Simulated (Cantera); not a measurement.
Input (Python, Cantera) and output of one run.

```python
import numpy as np
import cantera as ct

gas_names = """
    C CH CH2 CH3 CH4 C2 C2H C2H2,acetylene C2H2,vinylidene C2H3,vinyl C2H4 C2H5 C2H6 C3 C3H3,propargyl
    C3H4,allene C3H4,propyne C3H4,cyclo- C3H5,allyl C3H6,propylene C3H6,cyclo- C3H7,n-propyl
    C3H7,i-propyl C3H8 C4 C4H2 C4H4,1,3-cyclo- C4H6,butadiene C4H6,2-butyne C4H6,cyclo- C4H8,1-butene
    C4H8,cis2-buten C4H8,tr2-butene C4H8,isobutene C4H8,cyclo- C4H9,n-butyl C4H9,i-butyl C4H9,s-butyl
    C4H9,t-butyl C4H10,isobutane C4H10,n-butane C5 C5H6,1,3cyclo- C5H8,cyclo- C5H10,1-pentene
    C5H10,cyclo- C5H11,pentyl C5H11,t-pentyl C5H12,n-pentane C5H12,i-pentane CH3C(CH3)2CH3 C6H2
    C6H5,phenyl C6H6 C6H10,cyclo- C6H12,1-hexene C6H12,cyclo- C6H13,n-hexyl C7H7,benzyl C7H8
    C7H14,1-heptene C7H15,n-heptyl C7H16,n-heptane C8H8,styrene C8H10,ethylbenz C8H16,1-octene
    C8H17,n-octyl C8H18,isooctane C8H18,n-octane C9H19,n-nonyl C10H8,naphthale C10H21,n-decyl
    C12H9,o-bipheny C12H10,bipheny H H2 Si SiC SiC2 SiC4H12 SiH SiH2 SiH3 SiH4 Si2 Si2C Si3
""".split()
cond_names = """
    C(gr) C6H6(L) C7H8(L) C8H18(L),n-octa Si(cr) Si(L) SiC(b)
""".split()


def load(file, names, dense=False):
    # The tables refer to 1 bar. Condensed volumes are neglected.
    table = {s.name: s for s in ct.Species.list_from_file(file)}
    out = []
    for n in names:
        d = dict(table[n].input_data)
        d["thermo"] = dict(d["thermo"], **{"reference-pressure": 1e5})
        if dense:
            d["equation-of-state"] = {"model": "constant-volume", "density": "1e6 g/cm^3"}
        out.append(ct.Species.from_dict(d))
    return out


gas = ct.Solution(thermo="ideal-gas", species=load("nasa_gas.yaml", gas_names))
cond = {s.name: ct.Solution(thermo="fixed-stoichiometry", species=[s], name=s.name)
        for s in load("nasa_condensed.yaml", cond_names, dense=True)}
atoms = {
    'SiH4': {'Si': 1, 'H': 4},
    'C3H8': {'C': 3, 'H': 8},
    'H2': {'H': 2},
}
top_T = {'C(gr)': 4500, 'SiC(b)': 3050}  # K; cautious upper limits of use, not melting points


def equilibrate(T, P, feed):
    n = {}
    for name, mol in feed.items():
        for a, k in atoms[name].items():
            n[a] = n.get(a, 0.0) + k * mol
    gas.TPX = T, P, n
    mass = sum(n.values()) * gas.mean_molecular_weight
    gas.equilibrate("TP")
    valid = [c for c in cond.values() if c.min_temp <= T <= top_T.get(c.name, c.max_temp)]
    mix = ct.Mixture([(gas, mass / gas.mean_molecular_weight)] + [(c, 0.0) for c in valid])
    mix.T, mix.P = T, P
    mix.equilibrate("TP", solver="vcs", rtol=1e-11, max_steps=5000)
    return mix


results = []
feed = {'SiH4': 1, 'C3H8': 0.0084, 'H2': 1300}  # mol
P = 17000  # Pa
for T in [1650, 1700, 1750, 1800, 1850, 1900, 1950, 2000, 2050, 2100, 2150, 2200, 2250, 2300]:
    mix = equilibrate(T, P, feed)
    results.append((T, P, feed, dict(zip(mix.species_names, mix.species_moles))))

top = {s: max(r[3][s] / sum(r[3][g] for g in gas_names) for r in results) for s in gas_names}
cols = sorted((s for s in top if top[s] > 1e-06), key=lambda s: -top[s])[:6]
seen = [c for c in cond_names if any(r[3].get(c, 0) > 1e-12 for r in results)]
print("log10 of partial pressures in bar; condensed amounts in mol")
print(f"{'T/K':>10s}" + "".join(f"{s[:9]:>10s}" for s in cols + seen))
for T, P, feed, n in results:
    ng = sum(n[g] for g in gas_names)
    print(f"{T:10.4g}" + "".join(f"{np.log10(max(n[s] / ng * P / 1e5, 1e-99)):10.3f}" for s in cols)
          + "".join(f"{n.get(c, 0):10.4g}" for c in seen))
```

Output:

```
log10 of partial pressures in bar; condensed amounts in mol
       T/K        H2         H        Si      SiH2       SiH      Si2C    Si(cr)     Si(L)    SiC(b)
      1650    -0.770    -4.427    -6.572    -5.832    -6.695    -8.926    0.9633         0    0.0215
      1700    -0.770    -4.217    -6.168    -5.618    -6.364    -8.388         0    0.9511   0.02151
      1750    -0.770    -4.018    -5.824    -5.451    -6.087    -7.916         0    0.9333   0.02111
      1800    -0.770    -3.831    -5.498    -5.294    -5.826    -7.472         0    0.9035   0.02051
      1850    -0.770    -3.654    -5.191    -5.145    -5.579    -7.052         0    0.8535   0.01944
      1900    -0.770    -3.486    -4.899    -5.005    -5.346    -6.655         0    0.7697   0.01734
      1950    -0.771    -3.326    -4.623    -4.872    -5.125    -6.280         0    0.6307   0.01308
      2000    -0.771    -3.175    -4.361    -4.745    -4.915    -5.923         0    0.4021  0.004423
      2050    -0.772    -3.030    -4.112    -4.626    -4.716    -5.725         0   0.02886         0
      2100    -0.773    -2.893    -4.065    -4.702    -4.717    -5.833         0         0         0
      2150    -0.774    -2.762    -4.037    -4.792    -4.735    -5.988         0         0         0
      2200    -0.776    -2.637    -4.015    -4.883    -4.757    -6.167         0         0         0
      2250    -0.778    -2.518    -3.997    -4.974    -4.782    -6.359         0         0         0
      2300    -0.780    -2.404    -3.984    -5.064    -4.809    -6.559         0         0         0
```

Method: chemical equilibrium by Gibbs-energy minimisation in Cantera with the NASA 1993 tables (ideal gas, pure condensed phases). Mutual solubility and eutectic melting of coexisting phases are not modelled. Gases not in the tables: Si2H6 and higher silanes.
